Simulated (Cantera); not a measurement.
A Cantera script and what it prints.

```python
import numpy as np
import cantera as ct

gas_names = """
    Ca CaCL CaCL2 Ca2 CL CL2 H HCL H2 N NH NH2 NH3 N2 N2H2 N2H4
""".split()
cond_names = """
    Ca(a) Ca(b) Ca(L) CaCL2(s) CaCL2(L) NH4CL(a) NH4CL(b)
""".split()


# ... load() reads the species with a 1 bar reference pressure and builds the phases ...
atoms = {
    'CaCl2': {'Ca': 1, 'CL': 2},
    'H2': {'H': 2},
    'N2': {'N': 2},
}
top_T = {}  # K; cautious upper limits of use, not melting points


# ... equilibrate(T, P, feed) seeds the gas with the atoms and calls Mixture.equilibrate('TP', solver="vcs", rtol=1e-11, max_steps=5000) ...
results = []
feed = {'CaCl2': 1, 'H2': 2.4, 'N2': 7.3}  # mol
T = 1823  # K
for P in [0.1, 1, 10, 100, 1000, 10000, 100000]:
    mix = equilibrate(T, P, feed)
    results.append((T, P, feed, dict(zip(mix.species_names, mix.species_moles))))

top = {s: max(r[3][s] / sum(r[3][g] for g in gas_names) for r in results) for s in gas_names}
cols = sorted((s for s in top if top[s] > 0.001), key=lambda s: -top[s])[:6]
seen = [c for c in cond_names if any(r[3].get(c, 0) > 1e-12 for r in results)]
print("log10 of partial pressures in bar; condensed amounts in mol")
print(f"{'P/Pa':>10s}" + "".join(f"{s[:9]:>10s}" for s in cols + seen))
for T, P, feed, n in results:
    ng = sum(n[g] for g in gas_names)
    print(f"{P:10.4g}" + "".join(f"{np.log10(max(n[s] / ng * P / 1e5, 1e-99)):10.3f}" for s in cols)
          + "".join(f"{n.get(c, 0):10.4g}" for c in seen))
```

It prints:

```
log10 of partial pressures in bar; condensed amounts in mol
      P/Pa        N2        H2         H     CaCL2        CL       HCL  CaCL2(L)
       0.1    -6.222    -6.963    -6.845    -7.373    -7.476    -7.477         0
         1    -5.187    -5.764    -6.245    -6.171    -7.183    -6.584         0
        10    -4.174    -4.693    -5.710    -5.097    -6.952    -5.818         0
       100    -3.169    -3.667    -5.197    -4.064    -6.735    -5.088         0
      1000    -2.167    -2.657    -4.692    -3.048    -6.517    -4.365         0
     1e+04    -1.167    -1.653    -4.190    -2.040    -6.293    -3.638         0
     1e+05    -0.152    -0.636    -3.681    -1.212    -6.147    -2.984    0.3551
```

Cantera equilibrium calculation (NASA polynomials, part measured and part estimated; ideal gas, pure solids and liquids).
